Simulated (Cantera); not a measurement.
## Equilibrium for silicon epitaxy and polysilicon growth: SiH4 + HCl + H2

A closed system holds: 1 mol SiH4, 0.59 mol HCl, 53 mol H2, held at 1623.15 K and 1.50 mbar.

Cantera equilibrium calculation (NASA polynomials, part measured and part estimated; ideal gas, pure solids and liquids). Candidate condensed phases: Si; 19 gas species. The tables' values for SiCl are old estimates; treat these amounts as uncertain. Kinetics and transport are ignored.

The x(H2) comes out as 0.988 and the x(HCl) comes out as 0.00988. The x(H) is 0.00178, the x(SiCl2) comes out as 0.000346 and the x(Si) is 0.000105. The x(Cl) is 1.40e-5 and the x(SiCl) comes out as 1.12e-5. The x(SiH) is 8.08e-6 and the x(SiH2) comes out as 6.40e-6. The n(Si(s)) comes out as 0.973 mol and the gas amount is 55.65 mol.
